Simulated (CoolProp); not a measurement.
Properties of R236EA along the isobar 0.774 MPa.

The numbers come from the reference Helmholtz-energy equation of state, Rui 2013 in CoolProp.

```csv
T (°C),phase,Z,speed of sound (m/s),expansivity (1/kK)
6.25,liquid,0.03408,668.5,2.007
20.95,liquid,0.03339,608.2,2.177
35.55,liquid,0.03288,?,?
50.25,liquid,0.03258,487.8,2.703
64.95,liquid,0.03253,424.9,3.152
79.65,gas,0.8412,?,5.272
94.35,gas,0.8674,128.9,?
108.95,gas,0.8876,134.1,3.996
```

Task: Fill in the missing entries.

Result: 
- 35.55, speed of sound (m/s): 548.5
- 35.55, expansivity (1/kK): 2.398
- 79.65, speed of sound (m/s): 122.9
- 94.35, expansivity (1/kK): 4.512
